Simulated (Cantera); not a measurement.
Feed: 1 mol SiC, 0.0029 mol O2, 1.1 mol H2, 1.6 mol CO2, at 0.113 Torr.

Cantera equilibrium calculation (NASA polynomials, part measured and part estimated; ideal gas, pure solids and liquids). Candidate condensed phases: C, C6H6, C7H8, C8H18, H2O, Si, SiC, SiO2; 123 gas species. The numbers say what is thermodynamically allowed, not how fast it happens.

Over these rows the condensed part is SiC(s). Partial pressures as log10 of bar:

| T (K) | 1000/T (1/K) | log p Si2C | log p CO | log p H2 | log p SiO | log p H |
|---|---|---|---|---|---|---|
| 1750 | 0.5714 | -8.72 | -4.08 | -4.43 | -4.56 | -5.85 |
| 1775 | 0.5634 | -8.46 | -4.08 | -4.43 | -4.56 | -5.75 |
| 1800 | 0.5556 | -8.20 | -4.08 | -4.43 | -4.56 | -5.66 |
| 1825 | 0.5479 | -7.96 | -4.08 | -4.44 | -4.57 | -5.58 |
| 1850 | 0.5405 | ? | -4.08 | -4.44 | -4.57 | -5.49 |
| 1875 | 0.5333 | -7.49 | -4.08 | -4.45 | -4.58 | -5.41 |

**Question.** Fit log p(Si2C) = a + b·(1000/T) to the five rows, give the apparent enthalpy, and predict the row at 1850 K.

**Answer.** Means: 1000/T = 0.5543, log p = -8.166. Sxy = -0.027707, Sxx = 0.0008589, so b = -32.26 and a = -8.166 − (-32.26)×0.5543 = 9.72.
Apparent enthalpy: −19.145 × (-32.26) = 618 kJ/mol. With the condensed phases at unit activity, 3/2 SiC(s) + 1/2 SiO(g) = Si2C(g) + 1/2 CO(g) links this pressure to the main gases: over the six rows their terms move log p by -0.01 in all, so the slope is close to that reaction's ΔH°. The five rows lie within 0.01 of the line.
Prediction at 1850 K: 9.72 + (-32.26)×0.5405 = -7.72. The computed value is -7.72, 0.00 from the line.
